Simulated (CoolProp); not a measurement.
Vapour-liquid equilibrium of R143a (1) + R152A (2) at 282 K; x and y are mole fractions of (1).

Values from CoolProp's multi-fluid Helmholtz-energy mixture model, Lemmon and Jacobsen 2000 and Outcalt 1996; pair parameters Bell 2016.

```json
[
 {"x": "0.05", "bubble pressure (bar)": "(withheld)", "y at the bubble point": "0.113", "dew pressure at overall composition x (bar)": "3.712", "liquid density (mol/L)": "(withheld)"},
 {"x": "0.15", "bubble pressure (bar)": "4.424", "y at the bubble point": "0.289", "dew pressure at overall composition x (bar)": "3.984", "liquid density (mol/L)": "13.83"},
 {"x": "0.25", "bubble pressure (bar)": "4.925", "y at the bubble point": "0.423", "dew pressure at overall composition x (bar)": "4.292", "liquid density (mol/L)": "13.58"},
 {"x": "0.35", "bubble pressure (bar)": "5.394", "y at the bubble point": "0.531", "dew pressure at overall composition x (bar)": "4.641", "liquid density (mol/L)": "13.33"},
 {"x": "0.45", "bubble pressure (bar)": "(withheld)", "y at the bubble point": "0.622", "dew pressure at overall composition x (bar)": "5.037", "liquid density (mol/L)": "13.09"},
 {"x": "0.55", "bubble pressure (bar)": "(withheld)", "y at the bubble point": "0.702", "dew pressure at overall composition x (bar)": "5.484", "liquid density (mol/L)": "12.85"},
 {"x": "0.65", "bubble pressure (bar)": "6.679", "y at the bubble point": "0.775", "dew pressure at overall composition x (bar)": "(withheld)", "liquid density (mol/L)": "12.61"},
 {"x": "0.75", "bubble pressure (bar)": "7.085", "y at the bubble point": "(withheld)", "dew pressure at overall composition x (bar)": "6.535", "liquid density (mol/L)": "12.38"},
 {"x": "0.85", "bubble pressure (bar)": "7.487", "y at the bubble point": "0.907", "dew pressure at overall composition x (bar)": "7.131", "liquid density (mol/L)": "12.15"},
 {"x": "0.95", "bubble pressure (bar)": "7.888", "y at the bubble point": "0.969", "dew pressure at overall composition x (bar)": "7.763", "liquid density (mol/L)": "11.93"}
]
```

**Question.** What belongs in the gaps?

**Answer.** 
- 0.05, bubble pressure (bar): 3.879
- 0.05, liquid density (mol/L): 14.08
- 0.45, bubble pressure (bar): 5.838
- 0.55, bubble pressure (bar): 6.265
- 0.65, dew pressure at overall composition x (bar): 5.983
- 0.75, y at the bubble point: 0.842

No azeotrope shows between x = 0.05 and 0.95.

The pair parameters rest on a limited set of measurements; away from them the model extrapolates.
